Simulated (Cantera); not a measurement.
Mixture: 30.2 % H2, 13.7 % O2, 56.1 % N2, equivalence ratio 1.1, at 760 Torr, adiabatic and at constant pressure. Ignition delay is the time to a rise of 400 K.

Detailed kinetics in Cantera: the H2/O2 subset of GRI-Mech 3.0, which has no nitrogen chemistry. Below about 950 K walls govern HO2 and H2O2 in real vessels. Where the delays flatten at high temperature, the 400 K rule measures the pace of heat release, not the induction time.

**Question.** Predict: delay at 923 K; delay at 1023 K; delay at 1123 K; delay at 1223 K; delay at 1323 K; delay at 1423 K; delay at 1523 K.

**Answer.** 
| Quantity | Value |
|---|---|
| delay at 923 K | 72.5 ms |
| delay at 1023 K | 0.216 ms |
| delay at 1123 K | 79.1 µs |
| delay at 1223 K | 44.0 µs |
| delay at 1323 K | 29.3 µs |
| delay at 1423 K | 22.1 µs |
| delay at 1523 K | 18.6 µs |
